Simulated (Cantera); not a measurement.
An isothermal, constant-pressure homogeneous reactor starts with H2 : O2 : N2 = 12 : 1 : 1.2 (molar parts), at 1150 K and 128 Torr.

Computed with Cantera and the H2/O2 subset of GRI-Mech 3.0, which has no nitrogen chemistry. The temperature is held fixed by assumption; the heat of reaction is taken as removed at once.

x: mole fraction; the columns are a selection and need not sum to one.

```
t (s)      x H2      x O2       x H    x H2O     x OH     x HO2         x O
--------  -----  --------  --------  -------  -------  --------  ----------
0.000400  0.842    0.0693   0.00188  0.00208  2.14e-5   8.01e-6  (withheld)
0.00109   0.700   9.94e-7    0.0652    0.146  8.24e-5  2.59e-10  (withheld)
0.00297   0.737   9.98e-8    0.0230    0.150  2.82e-5  2.94e-11  (withheld)
0.00809   0.750   1.24e-8   0.00821    0.151  9.98e-6  4.67e-12  (withheld)
0.0220    0.755   1.67e-9   0.00297    0.151  3.59e-6    <1e-12  (withheld)
0.0600    0.757  2.43e-10   0.00108    0.151  1.31e-6    <1e-12  (withheld)
0.163     0.757  3.87e-11  0.000396    0.151  4.79e-7    <1e-12    2.65e-10
0.445     0.757  6.52e-12  0.000145    0.152  1.75e-7    <1e-12    3.56e-11
1.21      0.758  1.05e-12   5.32e-5    0.152  6.44e-8    <1e-12    4.80e-12
3.30      0.758    <1e-12   1.95e-5    0.152  2.36e-8    <1e-12      <1e-12
9.00      0.758    <1e-12   7.17e-6    0.152  8.67e-9    <1e-12      <1e-12
```

**Question.** Fill in the missing entries.

**Answer.** 
- 0.000400, x O: 4.40e-5
- 0.00109, x O: 8.17e-6
- 0.00297, x O: 9.36e-7
- 0.00809, x O: 1.16e-7
- 0.0220, x O: 1.50e-8
- 0.0600, x O: 1.99e-9
